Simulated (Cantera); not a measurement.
A freely propagating, adiabatic, planar premixed flame of CH₄ : C₂H₆ : C₃H₈ : O₂ : N₂ = 1 : 0.068 : 0.075 : 3.48 : 20 (molar parts), unburnt at 573 K and 7500 Torr; mixture-averaged transport, grid criteria slope 0.08 and curve 0.16, no radiation.

Model: GRI-Mech 3.0 (53 species, 325 reactions), integrated in Cantera. Burning velocities carry a grid error of a few per cent, more on coarse grids.

x: mole fraction of selected species; z is measured from the peak of heat release.

```
z (mm)   T (K)  u (m/s)    x CH₄    x C₂H₆    x C₃H₈    x C₂H₄   x C₂H₂     x CO₂
-------  -----  -------  -------  --------  --------  --------  -------  --------
-0.633     576    0.109   0.0405   0.00276   0.00304   1.46e-6  4.21e-8   1.68e-5
-0.422     591    0.112   0.0398   0.00274   0.00304         …        …         …
-0.317     628    0.119   0.0382   0.00270   0.00301   5.22e-5  1.44e-6  0.000643
-0.211     744    0.141   0.0335   0.00248   0.00285  0.000223  6.01e-6   0.00286
-0.106       …    0.205        …         …         …         …        …         …
-0.0528   1351    0.258  0.00979  0.000579  0.000464   0.00115  4.40e-5    0.0231
0         1614    0.308  0.00119   1.94e-5   2.58e-6  0.000181  3.51e-5    0.0381
0.0528    1716    0.326  1.33e-5     <1e-8     <1e-8   6.84e-7  8.26e-7    0.0489
0.106     1745    0.331  1.52e-7     <1e-8     <1e-8     <1e-8  1.45e-8    0.0525
0.211     1760    0.334    <1e-8     <1e-8     <1e-8     <1e-8    <1e-8    0.0542
0.422     1765    0.334    <1e-8     <1e-8     <1e-8     <1e-8    <1e-8    0.0546
0.845     1766    0.334    <1e-8     <1e-8     <1e-8     <1e-8    <1e-8    0.0547
1.69      1766    0.334    <1e-8     <1e-8     <1e-8     <1e-8    <1e-8    0.0547
```

Task: Fill in the missing entries.

Result: 
- -0.422, x C₂H₄: 1.35e-5
- -0.422, x C₂H₂: 3.80e-7
- -0.422, x CO₂: 0.000162
- -0.106, T (K): 1075
- -0.106, x CH₄: 0.0205
- -0.106, x C₂H₆: 0.00152
- -0.106, x C₃H₈: 0.00174
- -0.106, x C₂H₄: 0.000894
- -0.106, x C₂H₂: 2.44e-5
- -0.106, x CO₂: 0.0124
